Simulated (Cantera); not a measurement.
Charge: 1 mol NH3, 0.014 mol SO2, 44 mol N2, 0.036 mol H2O, at 1373 K and 20.3 Torr.

Equilibrium computed with Cantera from the NASA thermochemical tables; the gas is ideal and each condensed phase is pure. Candidate condensed phases: H2O, H2SO4, S; 35 gas species. Rates play no part.

Base state: N2 0.967, H2 0.0317, H2O 0.00139, H2S 0.000222, S2 3.58e-5 (mole fractions); condensed: gas only.

Task: What changes in the equilibrium state with this change: temperature from 1373 K to 2275 K?

Result: 
| species | before | after |
|---|---|---|
| N2 | 0.967 | 0.962 |
| H2 | 0.0317 | 0.0276 |
| H | 3.61e-6 | 0.00859 |
| OH | 2.82e-9 | 6.02e-5 |
| NO | <1e-9 | 1.77e-5 |
| O | <1e-9 | 1.28e-5 |
| S | 2.96e-7 | 0.000201 |
